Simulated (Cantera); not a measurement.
A closed system holds: 1 mol Fe3O4, 0.078 mol Cl2, 0.55 mol H2, held at 0.150 bar.

These are equilibrium values from Cantera (NASA tables, ideal gas, pure condensed phases), not measurements of a reactor. Candidate condensed phases: Fe, FeCl2, FeCl3, FeO, Fe(OH)2, Fe(OH)3, Fe2O3, Fe3O4, H2O; 22 gas species. Mutual solubility and eutectic melting of coexisting phases are not modelled. The tables' stoichiometric FeO is somewhat more stable than real wüstite, so its field is too wide. FeO: taken at fixed stoichiometry. Equilibrium is a limit: real reactors are often held back by kinetics, nucleation or transport.

At 1352 °C, list the 4 most abundant gas species with their mole fractions, and the condensed phases.

H2O 0.763, HCl 0.202, FeCl2 0.0230, H2 0.0120. Condensed: FeO(s) + Fe3O4(s).
